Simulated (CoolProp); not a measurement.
Vapour-liquid equilibrium of propylene (1) + benzene (2) at 54.75 °C; x and y are mole fractions of (1).

Computed with CoolProp (multi-fluid Helmholtz-energy mixture model, Lemmon 2013 and Thol 2012; pair parameters Bell 2016).

```
x      bubble pressure (bar)  y at the bubble point  dew pressure at overall composition x (bar)  liquid density (mol/L)
-----  ---------------------  ---------------------  -------------------------------------------  ----------------------
0.05                   1.959                  0.779                                       0.4553                   10.85
0.125                  4.084                  0.895                                       0.4945                   10.97
0.2                    6.021                  0.930                                       0.5411                       …
0.275                      …                  0.946                                       0.5973                   11.18
0.35                   9.403                  0.957                                       0.6664                   11.27
0.425                  10.90                  0.964                                       0.7534                   11.35
0.5                    12.29                  0.969                                       0.8665                   11.41
0.575                  13.63                      …                                        1.019                   11.45
0.65                       …                      …                                        1.237                   11.46
0.725                  16.29                  0.981                                        1.574                   11.43
0.8                    17.72                  0.985                                        2.161                   11.35
0.875                  19.30                  0.990                                            …                   11.19
0.95                   21.18                  0.995                                        8.283                   10.91
```

Problem. What belongs in the gaps?

Solution. 
- 0.2, liquid density (mol/L): 11.08
- 0.275, bubble pressure (bar): 7.787
- 0.575, y at the bubble point: 0.973
- 0.65, bubble pressure (bar): 14.95
- 0.65, y at the bubble point: 0.977
- 0.875, dew pressure at overall composition x (bar): 3.443

No azeotrope shows between x = 0.05 and 0.95.

Pair parameters are fitted to limited data, so mixtures are less certain than the pure fluids. The gap from Raoult's law changes sign with composition, which may be real or a fault of the pair parameters; it wasn't checked against measurements.
